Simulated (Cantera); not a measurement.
**Transport properties of process gases**

Gas mixture: H2O = 0.86 (molar parts), at 0.987 atm, frozen composition.

Cantera's kinetic-theory transport with the Lennard-Jones parameters of GRI-Mech 3.0, ideal gas; thermal conductivity in the mixture-averaged form. Polar gases are described roughly by these parameters.

```csv
T (K),ρ (kg/m³),cp (J/kg/K),μ (µPa s),λ (mW/m/K),Pr,D (cm²/s) CO2,D (cm²/s) C2H2,D (cm²/s) H2O
400,0.542,1902,14.0,37.0,0.718,0.290,0.306,0.000
550,0.394,1985,19.6,54.2,0.718,0.542,0.566,0.000
700,0.310,2082,25.2,73.4,0.716,0.858,0.888,0.000
850,0.255,2185,30.8,94.5,0.713,1.23,1.26,0.000
1000,0.217,2292,36.2,117,0.712,1.66,1.69,0.000
1150,0.188,2401,41.5,140,0.713,2.13,2.17,0.000
1300,0.167,2502,46.7,163,0.715,2.64,2.68,0.000
```
D: mixture-averaged diffusion coefficient of that species in the mixture.
